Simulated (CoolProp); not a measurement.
Vapour-liquid equilibrium of toluene (1) + n-decane (2) at 318.2 K; x and y are mole fractions of (1).

Computed with CoolProp (multi-fluid Helmholtz-energy mixture model, Lemmon 2006 and Lemmon 2006; pair parameters Bell 2016).

### Question
Give the bubble pressure and the first vapour's composition at x = 0.55, 0.75, 0.85. Is there an azeotrope?

### Answer
x = 0.55: 0.006309 MPa, y = 0.950; x = 0.75: 0.007882 MPa, y = 0.975; x = 0.85: 0.008657 MPa, y = 0.985. No azeotrope shows between x = 0.05 and 0.95.

The pair parameters rest on a limited set of measurements; away from them the model extrapolates.
